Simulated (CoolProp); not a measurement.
Vapour-liquid equilibrium of hydrogen sulfide (1) + n-pentane (2) at 345.1 K; x and y are mole fractions of (1).

Computed with CoolProp (multi-fluid Helmholtz-energy mixture model, Lemmon 2006 and Thol 2019; pair parameters Kunz 2012).

| x | bubble pressure, mixture model (MPa) | bubble pressure, Raoult's law (MPa) | y, mixture model | y, Raoult's law |
|---|---|---|---|---|
| 0.05 | 0.5164 | 0.5578 | 0.417 | 0.491 |
| 0.125 | 0.8932 | 0.9462 | 0.666 | 0.724 |
| 0.2 | 1.300 | 1.335 | 0.772 | 0.821 |
| 0.275 | 1.706 | 1.723 | 0.827 | 0.874 |
| 0.35 | 2.093 | 2.112 | 0.860 | 0.908 |
| 0.425 | 2.451 | 2.500 | 0.882 | 0.931 |
| 0.5 | 2.786 | 2.889 | 0.899 | 0.948 |
| 0.575 | 3.107 | 3.277 | 0.913 | 0.961 |
| 0.65 | 3.431 | 3.666 | 0.925 | 0.971 |
| 0.725 | 3.776 | 4.054 | 0.938 | 0.980 |
| 0.8 | 4.160 | 4.443 | 0.952 | 0.987 |
| 0.875 | 4.600 | 4.831 | 0.968 | 0.992 |
| 0.95 | 5.106 | 5.220 | 0.987 | 0.997 |

The largest gap from Raoult's law is -7.4 % in bubble pressure, at x = 0.05. No azeotrope shows between x = 0.05 and 0.95.

Pair parameters are fitted to limited data, so mixtures are less certain than the pure fluids.
